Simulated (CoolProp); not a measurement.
Hexamethyldisiloxane (MM) along the isotherm 585 K: fugacity coefficient from the reference equation and from simpler models built on Tc = 518.7 K, pc = 19.31 bar, ω = 0.418; each cubic takes its own stable root.

The numbers come from the reference Helmholtz-energy equation of state, Thol 2016 in CoolProp.

```csv
p (bar),phase,reference
0.153,gas,0.9982
0.258,gas,0.9969
0.435,gas,0.9948
0.734,gas,0.9912
1.24,gas,0.9852
2.09,gas,0.9751
3.53,gas,0.9581
5.95,gas,0.9300
10,gas,0.8840
17,gas,0.8081
28.6,supercritical,0.6940
48.3,supercritical,0.5430
```

How far does each simpler model (van der Waals, Redlich-Kwong) lie from the reference over these 12 states: mean and median of the absolute difference, and the worst?


- van der Waals: mean 0.7 %, median 0.1 %, worst -4.8 % at 585 K and 48.3 bar
- Redlich-Kwong: mean 0.8 %, median 0.1 %, worst -5.0 % at 585 K and 48.3 bar
